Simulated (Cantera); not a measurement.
An isothermal, constant-pressure homogeneous reactor starts with CH4 : H2 : CO2 = 0.019 : 1 : 0.0062 (molar parts), at 2250 K and 0.158 atm.

Detailed kinetics in Cantera: GRI-Mech 3.0 (53 species, 325 reactions). GRI-Mech 3.0 stops at C3 and has no aromatics, soot or wall deposition, so with more carbon than oxygen in the feed, carbon stays in small species such as C2H2 where larger ones or solid carbon would form.

x: mole fraction; the columns are a selection and need not sum to one.

| t (s) | x CH4 | x H2 | x CO2 | x HCO | x H2O | x CH2O |
|---|---|---|---|---|---|---|
| 4.00e-6 | 0.0185 | 0.975 | 0.00605 | <1e-12 | 6.27e-7 | 8.33e-11 |
| 1.75e-5 | 0.0183 | 0.975 | 0.00603 | 7.08e-11 | [?] | [?] |
| 7.61e-5 | 0.0175 | 0.973 | 0.00578 | 5.25e-9 | 0.000259 | 1.01e-7 |
| 0.000332 | [?] | 0.964 | [?] | [?] | [?] | [?] |
| 0.00145 | 0.00455 | 0.962 | 1.22e-5 | 2.96e-8 | 0.00566 | 1.23e-7 |
| 0.00632 | 0.000842 | 0.962 | 6.40e-6 | 1.04e-8 | 0.00488 | 2.63e-8 |
| 0.0276 | 0.000383 | 0.963 | 4.75e-6 | 7.44e-9 | 0.00278 | 7.96e-9 |
| 0.120 | 0.000144 | 0.964 | 7.73e-7 | 7.21e-9 | 0.000357 | 1.07e-9 |
| 0.525 | 4.78e-5 | 0.964 | 4.15e-10 | 7.35e-9 | 1.86e-7 | 7.25e-10 |
| 2.29 | 4.76e-5 | 0.964 | 1.41e-10 | 7.35e-9 | 6.32e-8 | 7.25e-10 |
| 10.0 | 4.76e-5 | 0.964 | 1.41e-10 | 7.35e-9 | 6.32e-8 | 7.25e-10 |

Question: Fill in the missing entries.

Answer: 
- 1.75e-5, x H2O: 1.36e-5
- 1.75e-5, x CH2O: 5.51e-9
- 0.000332, x CH4: 0.0138
- 0.000332, x CO2: 0.00282
- 0.000332, x HCO: 4.34e-8
- 0.000332, x H2O: 0.00314
- 0.000332, x CH2O: 2.60e-7
